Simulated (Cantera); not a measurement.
A perfectly stirred reactor is fed with H₂ : O₂ : N₂ : NO = 1 : 0.417 : 4.58 : 0.01 (molar parts), at 1.00 bar; it is adiabatic with a 475 K inlet, and is followed from long to short residence time, starting on the burning branch (τ in s: 0.03, 0.013, 0.0061, 0.0028, 0.0013, 0.00057, 0.00026, 0.00012, 5.3e-05).

Cantera simulation using GRI-Mech 3.0 (53 species, 325 reactions); the numbers are that mechanism's predictions, not measurements. The mechanism lacks 2 NO + O2 → 2 NO2 and HONO, so NO2 and the effect of NO are under-described below about 1400 K.

x: mole fraction; the columns are a selection and need not sum to one.

```
τ (s)    T (K)    x H₂      x O₂      x NO       x O   x NO₂   x H₂O₂    x HO₂
-------  -----  ------  --------  --------  --------  ------  -------  -------
0.030     1536  0.0282  0.000249  0.000842   3.85e-5       …  8.06e-8  1.75e-7
0.013     1521  0.0283  0.000445   0.00113   8.20e-5       …  1.42e-7  3.15e-7
0.0061    1501  0.0285  0.000761   0.00137  0.000159       …  2.30e-7  5.44e-7
0.0028    1473  0.0289   0.00133   0.00154  0.000302       …  3.66e-7  9.65e-7
0.0013    1435  0.0296   0.00227   0.00165  0.000532       …  5.50e-7  1.70e-6
0.00057   1378  0.0313   0.00398   0.00171  0.000888       …  7.84e-7  3.17e-6
0.00026   1305  0.0357   0.00699   0.00173   0.00128       …  9.80e-7  6.05e-6
0.00012   1193  0.0510    0.0147   0.00173   0.00142       …  1.11e-6  1.43e-5
5.3e-5     475   0.166    0.0694   0.00166    <1e-12  <1e-12   <1e-12   <1e-12
```

Fill in the missing entries.


- 0.030, x NO₂: 6.40e-9
- 0.013, x NO₂: 1.21e-8
- 0.0061, x NO₂: 1.98e-8
- 0.0028, x NO₂: 3.04e-8
- 0.0013, x NO₂: 4.33e-8
- 0.00057, x NO₂: 5.97e-8
- 0.00026, x NO₂: 8.02e-8
- 0.00012, x NO₂: 1.22e-7
